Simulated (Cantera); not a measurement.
Charge: 1 mol SiCl₄, 0.063 mol C₂H₄, 390 mol H₂, held at 1.00 bar.

Cantera equilibrium calculation (NASA polynomials, part measured and part estimated; ideal gas, pure solids and liquids). Candidate condensed phases: C, C₆H₆, C₇H₈, C₈H₁₈, Si, SiC; 109 gas species. Mutual solubility and eutectic melting of coexisting phases are not modelled. The tables' values for SiCl are old estimates; treat these amounts as uncertain. Gases not in the tables: Si₂H₆ and higher silanes. Kinetics and transport are ignored.

log p: log10 of the partial pressure in bar; n: condensed amount in mol.

```tsv
T (K)	log p H₂	log p H	log p HCl	log p Si	log p SiH₂	n Si(l)	n SiC(s)
2075	-0.01	-2.58	-2.01	-3.99	-3.80	0.669	0.109
2125	-0.01	-2.44	-2.01	-3.76	-3.69	0.614	0.103
2175	-0.01	-2.31	-2.01	-3.54	-3.58	0.533	___
2225	-0.01	-2.19	-2.01	-3.33	-3.48	0.414	___
2275	-0.01	-2.08	-2.01	-3.13	-3.39	0.243	___
2325	-0.01	-1.96	-2.02	-2.94	-3.30	0	0
2375	-0.01	-1.86	-2.01	-2.89	-3.35	0	0
```

**Question.** Fill in the missing entries.

**Answer.** 
- 2175, n SiC(s): 0.0911
- 2225, n SiC(s): 0.0709
- 2275, n SiC(s): 0.0365
